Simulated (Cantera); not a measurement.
A jet of CH4 : O2 : N2 = 0.013 : 0.057 : 0.79 (molar parts) at 300 K and 21.0 Torr hits a platinum plate 8.9 cm away at a mass flux of 0.12 kg/m²/s; the plate temperature is set and raised in steps from an oxygen-covered start.

Cantera simulation using Deutschmann's 1995 Pt surface mechanism with GRI-Mech 3.0 gas chemistry; the numbers are that mechanism's predictions, not measurements. Catalytic surfaces can have several steady states; this one follows from the mechanism file's or the stated starting coverage.

x: mole fraction at the wall; θ: surface coverage.

```
plate T (K)  wall x CH4  wall x O2  wall x H2O  wall x OH  wall x CO  wall x CO2  θ free Pt   θ O*
-----------  ----------  ---------  ----------  ---------  ---------  ----------  ---------  -----
900              0.0109     0.0574     0.00777    2.54e-8    5.33e-6     0.00509      0.299  0.701
950             0.00924     0.0538      0.0109    8.28e-8    6.32e-6     0.00717      0.378  0.621
1000            0.00773     0.0506      0.0137    2.29e-7    7.32e-6     0.00900      0.457  0.542
1050            0.00650     0.0480      0.0159    5.57e-7    8.44e-6      0.0105      0.533  0.466
1100                ___     0.0461      0.0177        ___        ___      0.0116        ___    ___
1150                ___     0.0446      0.0189        ___        ___      0.0125        ___    ___
```

**Question.** What belongs in the gaps?

**Answer.** 
- 1100, wall x CH4: 0.00556
- 1100, wall x OH: 1.22e-6
- 1100, wall x CO: 9.84e-6
- 1100, θ free Pt: 0.604
- 1100, θ O*: 0.395
- 1150, wall x CH4: 0.00484
- 1150, wall x OH: 2.45e-6
- 1150, wall x CO: 1.17e-5
- 1150, θ free Pt: 0.669
- 1150, θ O*: 0.330
